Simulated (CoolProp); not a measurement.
Vapour pressure (MPa) of R13: the reference equation beside estimates from Tc = 29.9 °C, pc = 3.973 MPa, ω = 0.175.

Values from CoolProp's reference Helmholtz-energy equation of state, Platzer 1990. This equation is an older, rougher fit; its heat capacities, sound speeds and derivatives of the liquid may be far off and weren't checked against measurements.

```csv
T (°C),reference,van der Waals,Redlich-Kwong,Soave-Redlich-Kwong
-134.95,0.001547,…,0.002274,0.001464
-123.35,0.005157,0.1021,0.007644,0.004897
-111.75,0.01406,0.1673,0.02066,0.01347
-100.15,0.03286,0.2574,0.04728,0.03175
-88.55,0.06804,0.3764,0.09519,0.06628
-76.95,0.1278,0.5282,0.1733,0.1255
-65.35,0.2221,0.7162,0.2911,0.2194
-53.75,0.3618,0.9436,0.4587,…
-42.15,0.5590,1.213,0.6857,0.5584
-30.65,0.8238,1.525,…,0.8267
-19.05,1.174,1.886,1.352,1.183
-7.45,1.623,2.297,1.812,1.640
4.15,2.187,2.758,2.367,2.212
```

Fill in the missing entries.


- -134.95, van der Waals: 0.05760
- -53.75, Soave-Redlich-Kwong: 0.3595
- -30.65, Redlich-Kwong: 0.9789

Absolute difference from the reference over all 13 rows, mean and median: van der Waals 673.6 and 222.5 %, Redlich-Kwong 30.5 and 31.1 %, Soave-Redlich-Kwong 2.1 and 1.2 %.
